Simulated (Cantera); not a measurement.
## Thermodynamics of chlorosilane synthesis and conversion, feed SiCl4 + H2

Input: 1 mol SiCl4, 5.2 mol H2, at 573 K and 75.0 Torr.

Cantera equilibrium calculation (NASA polynomials, part measured and part estimated; ideal gas, pure solids and liquids). Candidate condensed phases: Si; 19 gas species. The numbers say what is thermodynamically allowed, not how fast it happens.

```yaml
x(H2): 0.837
x(SiCl4): 0.160
x(HCl): 0.00137
x(SiHCl3): 0.00137
gas_amount: 6.200 mol
log10 activity of Si(s) (absent): -6.30
```
